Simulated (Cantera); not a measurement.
A Cantera script and what it prints.

```python
import numpy as np
import cantera as ct

gas_names = [...]  # 62 gases of nasa_gas.yaml made of B, F, H, N, O
cond_names = """
    B(b) B(L) BN(s) B2O3(L) B3O3H3(cr) H2O(s) H2O(L)
""".split()


# ... load() reads the species with a 1 bar reference pressure and builds the phases ...
atoms = {
    'BF3': {'B': 1, 'F': 3},
    'H2O': {'H': 2, 'O': 1},
    'N2': {'N': 2},
}
top_T = {'BN(s)': 3200}  # K; cautious upper limits of use, not melting points


# ... equilibrate(T, P, feed) seeds the gas with the atoms and calls Mixture.equilibrate('TP', solver="vcs", rtol=1e-11, max_steps=5000) ...
results = []
T = 1273.15  # K
P = 74000  # Pa
for m in [0.12, 0.22, 0.4, 0.73, 1.3, 2.4, 4.4, 7.9, 14, 26, 47]:
    feed = {'BF3': 1, 'H2O': 1.5, 'N2': m}  # mol
    mix = equilibrate(T, P, feed)
    results.append((T, P, feed, dict(zip(mix.species_names, mix.species_moles))))

top = {s: max(r[3][s] / sum(r[3][g] for g in gas_names) for r in results) for s in gas_names}
cols = sorted((s for s in top if top[s] > 1e-06), key=lambda s: -top[s])[:7]
seen = [c for c in cond_names if any(r[3].get(c, 0) > 1e-12 for r in results)]
print("log10 of partial pressures in bar; condensed amounts in mol")
print(f"{'n(N2)':>10s}" + "".join(f"{s[:9]:>10s}" for s in cols + seen))
for T, P, feed, n in results:
    ng = sum(n[g] for g in gas_names)
    print(f"{feed['N2']:10.4g}" + "".join(f"{np.log10(max(n[s] / ng * P / 1e5, 1e-99)):10.3f}" for s in cols)
          + "".join(f"{n.get(c, 0):10.4g}" for c in seen))
```

Output:

```
log10 of partial pressures in bar; condensed amounts in mol
     n(N2)        N2       H2O        HF       BF3    B3O3F3       BOF    H3B3O6   B2O3(L)
      0.12    -1.495    -0.553    -0.629    -0.783    -1.647    -2.486    -2.875   0.04847
      0.22    -1.247    -0.569    -0.643    -0.800    -1.663    -2.491    -2.899    0.0493
       0.4    -1.014    -0.597    -0.666    -0.828    -1.691    -2.501    -2.941   0.05073
      0.73    -0.798    -0.644    -0.705    -0.875    -1.739    -2.516    -3.012   0.05311
       1.3    -0.615    -0.716    -0.765    -0.947    -1.810    -2.540    -3.119   0.05666
       2.4    -0.456    -0.828    -0.859    -1.060    -1.924    -2.578    -3.288   0.06209
       4.4    -0.337    -0.981    -0.987    -1.215    -2.078    -2.630    -3.517   0.06912
       7.9    -0.258    -1.166    -1.142    -1.401    -2.265    -2.692    -3.795   0.07705
        14    -0.208    -1.377    -1.318    -1.614    -2.477    -2.763    -4.110    0.0851
        26    -0.174    -1.627    -1.528    -1.868    -2.732    -2.847    -4.486     0.093
        47    -0.156    -1.882    -1.742    -2.129    -2.992    -2.934    -4.869   0.09845
```

Equilibrium computed with Cantera from the NASA thermochemical tables; the gas is ideal and each condensed phase is pure. Gases not in the tables: H3BO3.
